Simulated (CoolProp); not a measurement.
Vapour-liquid equilibrium of dimethyl ether (1) + n-pentane (2) at 23.65 °C; x and y are mole fractions of (1).

Model: multi-fluid Helmholtz-energy mixture model, Wu 2011 and Thol 2019; pair parameters Bell 2016, in CoolProp.

| x | bubble pressure (MPa) | y at the bubble point | dew pressure at overall composition x (MPa) | liquid density (mol/L) |
|---|---|---|---|---|
| 0.05 | 0.08145 | 0.238 | 0.06783 | 8.825 |
| 0.2 | 0.1617 | 0.679 | 0.07823 | 9.445 |
| 0.35 | 0.2654 | 0.842 | 0.09280 | 10.12 |
| 0.5 | 0.3595 | 0.906 | 0.1147 | 10.86 |
| 0.65 | 0.4307 | 0.938 | 0.1514 | 11.71 |
| 0.8 | 0.4870 | 0.961 | 0.2273 | 12.70 |
| 0.95 | 0.5450 | 0.988 | 0.4599 | 13.93 |

No azeotrope shows between x = 0.05 and 0.95.

The pair parameters rest on a limited set of measurements; away from them the model extrapolates. The gap from Raoult's law changes sign with composition, which may be real or a fault of the pair parameters; it wasn't checked against measurements.
